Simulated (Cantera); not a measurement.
Feed: 1 mol borazine, 0.22 mol NH3, 0.12 mol H2, at 1.00 bar.

Equilibrium computed with Cantera from the NASA thermochemical tables; the gas is ideal and each condensed phase is pure. Candidate condensed phases: B, BN; 15 gas species. The feed counts by its element totals alone. The tables' values for BH2 are old estimates; treat these amounts as uncertain. Gases not in the tables: B2H6 and higher boranes. Equilibrium is a limit: real reactors are often held back by kinetics, nucleation or transport. All values below are at 2002 °C.

Base state: H2 0.960, N2 0.0311, H 0.00832, BH2 0.000668, BH3 2.34e-5 (mole fractions); condensed: BN(s).

Q: What changes in the equilibrium state with this change: NH3 from 0.22 to 0.32 mol?

A: 
| species | before | after |
|---|---|---|
| H2 | 0.960 | 0.948 |
| N2 | 0.0311 | 0.0427 |
| H | 0.00832 | 0.00827 |
| BH2 | 0.000668 | 0.000564 |
| BH3 | 2.34e-5 | 1.96e-5 |
| BN(s), mol | 3.00 | 3.00 |

Q: What changes in the equilibrium state with this change: pressure from 1.00 bar to 1.33 mbar?

A: 
```tsv
species	before	after
H2	0.960	0.534
N2	0.0311	0.289
H	0.00832	0.170
B	2.76e-6	0.00554
BN	2.83e-7	6.33e-5
BH	2.54e-6	0.000139
BH3	2.34e-5	9.50e-7
BH2	0.000668	0.000996
BN(s), mol	3.00	0
B(s), mol	0	2.96
```
